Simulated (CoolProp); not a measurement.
Carbon dioxide along the isotherm 232.75 °C: Z from the reference equation and from simpler models built on Tc = 31.0 °C, pc = 7.377 MPa, ω = 0.224; each cubic takes its own stable root.

Computed with CoolProp (reference Helmholtz-energy equation of state, Span 1996).

| p (MPa) | phase | reference |
|---|---|---|
| 1.84 | gas | 0.9874 |
| 3.69 | gas | 0.9755 |
| 5.53 | gas | 0.9642 |
| 7.38 | supercritical | 0.9537 |
| 9.22 | supercritical | 0.9439 |
| 11.1 | supercritical | 0.9349 |
| 12.9 | supercritical | 0.9271 |
| 14.8 | supercritical | 0.9200 |
| 16.6 | supercritical | 0.9143 |
| 18.4 | supercritical | 0.9098 |

How far does each simpler model (Pitzer virial, van der Waals, Redlich-Kwong, Soave-Redlich-Kwong, Peng-Robinson) lie from the reference over these 10 states: mean and median of the absolute difference, and the worst?


- Pitzer virial: mean 0.8 %, median 0.4 %, worst -2.8 % at 232.75 °C and 18.4 MPa
- van der Waals: mean 4.6 %, median 4.6 %, worst -8.3 % at 232.75 °C and 18.4 MPa
- Redlich-Kwong: mean 2.1 %, median 2.3 %, worst -3.6 % at 232.75 °C and 18.4 MPa
- Soave-Redlich-Kwong: mean 2.4 %, median 2.3 %, worst +4.6 % at 232.75 °C and 18.4 MPa
- Peng-Robinson: mean 0.3 %, median 0.2 %, worst +0.7 % at 232.75 °C and 18.4 MPa
